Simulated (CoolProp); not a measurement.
Model: reference Helmholtz-energy equation of state, Gao 2022, in CoolProp.

Question: For n-perfluoropentane, give the phase and the Z, cv (kJ/(kg K)), speed of sound (m/s), Joule-Thomson coefficient (K/MPa) at 42.85 °C and 0.327 MPa.

Answer: 
- 42.85 °C and 0.327 MPa: liquid; Z 0.0232, cv 0.849, speed of sound 420, Joule-Thomson coefficient -0.161
